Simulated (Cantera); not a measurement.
Input (Python, Cantera) and output of one run.

```python
import numpy as np
import cantera as ct

gas_names = [...]  # 151 gases of nasa_gas.yaml made of C, H, N, O, Si
cond_names = """
    C(gr) C6H6(L) C7H8(L) C8H18(L),n-octa H2O(s) H2O(L) Si(cr) Si(L) SiC(b) SiO2(Lqz) SiO2(hqz) SiO2(L)
    Si2N2O(s) Si3N4(a)
""".split()


# ... load() reads the species with a 1 bar reference pressure and builds the phases ...
atoms = {
    'HMDSO': {'Si': 2, 'C': 6, 'H': 18, 'O': 1},
    'NO': {'N': 1, 'O': 1},
    'N2': {'N': 2},
}
top_T = {'C(gr)': 4500, 'SiC(b)': 3050, 'Si2N2O(s)': 2100, 'Si3N4(a)': 2400}  # K; cautious upper limits of use, not melting points


# ... equilibrate(T, P, feed) seeds the gas with the atoms and calls Mixture.equilibrate('TP', solver="vcs", rtol=1e-11, max_steps=5000) ...
results = []
feed = {'HMDSO': 1, 'NO': 1.1, 'N2': 56}  # mol
T = 748  # K
P = 100000  # Pa
mix = equilibrate(T, P, feed)
results.append((T, P, feed, dict(zip(mix.species_names, mix.species_moles))))
print(gas.report(threshold=0.001))
for i in range(1, mix.n_phases):
    print(f"{mix.phase(i).name:16s} {mix.phase_moles(i):12.5e} mol")
```

Output:

```
       temperature   748 K
          pressure   1e+05 Pa
           density   0.40801 kg/m^3
  mean mol. weight   25.375 kg/kmol
   phase of matter   gas

                          1 kg             1 kmol
                     ---------------   ---------------
          enthalpy        4.5861e+05        1.1637e+07  J
   internal energy        2.1352e+05         5.418e+06  J
           entropy            8559.9        2.1721e+05  J/K
    Gibbs function       -5.9442e+06       -1.5084e+08  J
 heat capacity c_p            1249.8             31715  J/K
 heat capacity c_v            922.18             23400  J/K

                      mass frac. Y      mole frac. X     chem. pot. / RT
                     ---------------   ---------------   ---------------
               CH4          0.016702          0.026418           -39.664
                H2         0.0070935          0.089285           -19.251
                N2           0.97611           0.88416           -24.295
     [ +148 minor]        8.9949e-05        0.00013366

C(gr)             4.32935e+00 mol
Si(cr)            0.00000e+00 mol
SiC(b)            0.00000e+00 mol
SiO2(Lqz)         7.33229e-01 mol
Si2N2O(s)         6.33385e-01 mol
Si3N4(a)          0.00000e+00 mol
```

These are equilibrium values from Cantera (NASA tables, ideal gas, pure condensed phases), not measurements of a reactor. The feed counts by its element totals alone.
